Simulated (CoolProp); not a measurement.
Aqueous potassium formate as a coolant, at 28 °C, 1 atm.

Model: Melinder's fits for secondary coolants, in CoolProp.

```csv
mass %,freezing point (°C),density (kg/m³),viscosity (mPa s),cp (kJ/(kg K)),conductivity (W/(m K))
3.2,-1.4,1017,0.897,4.059,0.604
7.2,-3.4,1041,0.953,3.913,0.594
11.1,-5.6,1064,1.00,3.774,0.586
15.1,-8.1,1088,1.06,3.635,0.579
19,-10.9,1113,1.13,3.502,0.572
23,-14.1,1139,1.23,3.371,0.565
27,-17.9,1166,1.33,3.246,0.557
30.9,-22.2,1193,1.45,3.131,0.549
34.9,-27.3,1221,1.56,3.021,0.540
38.9,-33.2,1250,1.69,2.919,0.529
```
